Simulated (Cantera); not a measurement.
What does this Cantera script print?

```python
import numpy as np
import cantera as ct

gas_names = """
    Fe FeO Fe(OH)2 H HO2 H2 H2O H2O2 H2S H2SO4 O OH O2 O3 S SH SO SO2 SO3 S2 S2O S8
""".split()
cond_names = """
    Fe(a) Fe(c) Fe(d) Fe(L) FeO(s) FeO(L) Fe(OH)2(s) Fe(OH)3(s) FeS(a) FeS(b) FeS(c) FeS(L) FeSO4(s)
    FeS2(s) Fe2O3(s) Fe2S3O12(s) Fe3O4(s) H2O(s) H2O(L) H2SO4(L) S(cr1) S(cr2) S(L)
""".split()


def load(file, names, dense=False):
    # The tables refer to 1 bar. Condensed volumes are neglected.
    table = {s.name: s for s in ct.Species.list_from_file(file)}
    out = []
    for n in names:
        d = dict(table[n].input_data)
        d["thermo"] = dict(d["thermo"], **{"reference-pressure": 1e5})
        if dense:
            d["equation-of-state"] = {"model": "constant-volume", "density": "1e6 g/cm^3"}
        out.append(ct.Species.from_dict(d))
    return out


gas = ct.Solution(thermo="ideal-gas", species=load("nasa_gas.yaml", gas_names))
cond = {s.name: ct.Solution(thermo="fixed-stoichiometry", species=[s], name=s.name)
        for s in load("nasa_condensed.yaml", cond_names, dense=True)}
atoms = {
    'FeS2': {'Fe': 1, 'S': 2},
    'SO3': {'S': 1, 'O': 3},
    'H2O': {'H': 2, 'O': 1},
}
top_T = {'FeSO4(s)': 950, 'FeS2(s)': 1010, 'Fe2O3(s)': 1830, 'Fe2S3O12(s)': 1100, 'Fe3O4(s)': 1870}  # K; cautious upper limits of use, not melting points


def equilibrate(T, P, feed):
    n = {}
    for name, mol in feed.items():
        for a, k in atoms[name].items():
            n[a] = n.get(a, 0.0) + k * mol
    gas.TPX = T, P, n
    mass = sum(n.values()) * gas.mean_molecular_weight
    gas.equilibrate("TP")
    valid = [c for c in cond.values() if c.min_temp <= T <= top_T.get(c.name, c.max_temp)]
    mix = ct.Mixture([(gas, mass / gas.mean_molecular_weight)] + [(c, 0.0) for c in valid])
    mix.T, mix.P = T, P
    mix.equilibrate("TP", solver="vcs", rtol=1e-11, max_steps=5000)
    return mix


results = []
feed = {'FeS2': 1, 'SO3': 0.11, 'H2O': 0.68}  # mol
P = 21000  # Pa
for T in [900, 1000, 1100, 1200, 1300, 1400, 1500, 1600, 1700, 1800]:
    mix = equilibrate(T, P, feed)
    results.append((T, P, feed, dict(zip(mix.species_names, mix.species_moles))))
    x = sorted(zip(gas.X, gas.species_names), reverse=True)
    print(f"T = {T:g} K  P = {P:g} Pa  gas = {mix.phase_moles(0):.4g} mol")
    print("   x: " + "  ".join(f"{s} {v:.3e}" for v, s in x if v > 1e-05))
    print("   condensed (mol): " + ("  ".join(f"{mix.phase(i).name} {mix.phase_moles(i):.4g}"
          for i in range(1, mix.n_phases) if mix.phase_moles(i) > 1e-12) or "none"))
```

Result:

```
T = 900 K  P = 21000 Pa  gas = 0.9247 mol
   x: H2O 6.724e-01  SO2 2.089e-01  H2S 6.167e-02  S2 5.362e-02  S2O 2.116e-03  H2 1.290e-03
   condensed (mol): FeS(c) 0.2432  FeS2(s) 0.7568
T = 1000 K  P = 21000 Pa  gas = 1.282 mol
   x: H2O 4.208e-01  S2 2.831e-01  SO2 1.801e-01  H2S 1.063e-01  S2O 6.496e-03  H2 3.209e-03  SO 3.015e-05  SH 2.470e-05
   condensed (mol): FeS(c) 1
T = 1100 K  P = 21000 Pa  gas = 1.289 mol
   x: H2O 4.313e-01  S2 2.932e-01  SO2 1.729e-01  H2S 8.904e-02  H2 7.070e-03  S2O 6.266e-03  SO 1.126e-04  SH 8.432e-05
   condensed (mol): FeS(c) 1
T = 1200 K  P = 21000 Pa  gas = 1.296 mol
   x: H2O 4.357e-01  S2 2.999e-01  SO2 1.687e-01  H2S 7.553e-02  H2 1.350e-02  S2O 6.081e-03  SO 3.386e-04  SH 2.323e-04
   condensed (mol): FeS(c) 1
T = 1300 K  P = 21000 Pa  gas = 1.302 mol
   x: H2O 4.344e-01  S2 3.037e-01  SO2 1.671e-01  H2S 6.446e-02  H2 2.298e-02  S2O 5.933e-03  SO 8.623e-04  SH 5.413e-04
   condensed (mol): FeS(c) 1
T = 1400 K  P = 21000 Pa  gas = 1.31 mol
   x: H2O 4.277e-01  S2 3.049e-01  SO2 1.677e-01  H2S 5.510e-02  H2 3.567e-02  S2O 5.812e-03  SO 1.929e-03  SH 1.104e-03  S 1.415e-05
   condensed (mol): FeS(c) 1
T = 1500 K  P = 21000 Pa  gas = 1.319 mol
   x: H2O 4.164e-01  S2 3.037e-01  SO2 1.700e-01  H2 5.126e-02  H2S 4.703e-02  S2O 5.705e-03  SO 3.886e-03  SH 2.021e-03  S 4.894e-05
   condensed (mol): FeS(L) 1
T = 1600 K  P = 21000 Pa  gas = 1.328 mol
   x: H2O 4.010e-01  S2 3.002e-01  SO2 1.733e-01  H2 6.915e-02  H2S 4.005e-02  SO 7.182e-03  S2O 5.599e-03  SH 3.385e-03  S 1.445e-04  H 3.120e-05
   condensed (mol): FeS(L) 1
T = 1700 K  P = 21000 Pa  gas = 1.339 mol
   x: H2O 3.824e-01  S2 2.945e-01  SO2 1.769e-01  H2 8.856e-02  H2S 3.402e-02  SO 1.234e-02  S2O 5.478e-03  SH 5.266e-03  S 3.741e-04  H 9.569e-05  OH 2.135e-05  Fe(OH)2 1.457e-05
   condensed (mol): FeS(L) 1
T = 1800 K  P = 21000 Pa  gas = 1.352 mol
   x: H2O 3.616e-01  S2 2.866e-01  SO2 1.802e-01  H2 1.087e-01  H2S 2.884e-02  SO 1.991e-02  SH 7.698e-03  S2O 5.329e-03  S 8.677e-04  H 2.576e-04  OH 5.660e-05  Fe(OH)2 3.267e-05  Fe 1.202e-05
   condensed (mol): FeS(L) 0.9999
```

Equilibrium computed with Cantera from the NASA thermochemical tables; the gas is ideal and each condensed phase is pure. FeS: taken at fixed stoichiometry. Gases not in the tables: S3 to S7.
